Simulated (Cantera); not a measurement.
Feed: 1 mol TiO2, 20 mol Cl2, 0.067 mol O2, held at 1330 Pa.

Method: chemical equilibrium by Gibbs-energy minimisation in Cantera with the NASA 1993 tables (ideal gas, pure condensed phases). Candidate condensed phases: Ti, TiCl2, TiCl3, TiCl4, TiO, TiO2, Ti2O3, Ti3O5, Ti4O7; 15 gas species. Kinetics and transport are ignored. All values below are at 1450 °C.

Base state: Cl 0.797, Cl2 0.181, O2 0.0122, TiCl4 0.0100, TiOCl2 0.000266, ClO 0.000194, TiCl3 0.000156, O 5.44e-5 (mole fractions); condensed: TiO2(rutile).

Task: What changes in the equilibrium state with this change: TiO2 replaced by CaO?

Result: 
```json
[
 {"species": "Cl", "before": "0.797", "after": "0.780"},
 {"species": "Cl2", "before": "0.181", "after": "0.173"},
 {"species": "CaCl2", "before": "0", "after": "0.0297"},
 {"species": "TiCl4", "before": "0.0100", "after": "0"},
 {"species": "O2", "before": "0.0122", "after": "0.0167"},
 {"species": "TiOCl2", "before": "0.000266", "after": "0"},
 {"species": "TiCl3", "before": "0.000156", "after": "0"},
 {"species": "TiO2(rutile), mol", "before": "0.652", "after": "0"}
]
```
Further candidate phases: Ca, CaCl2, CaO.
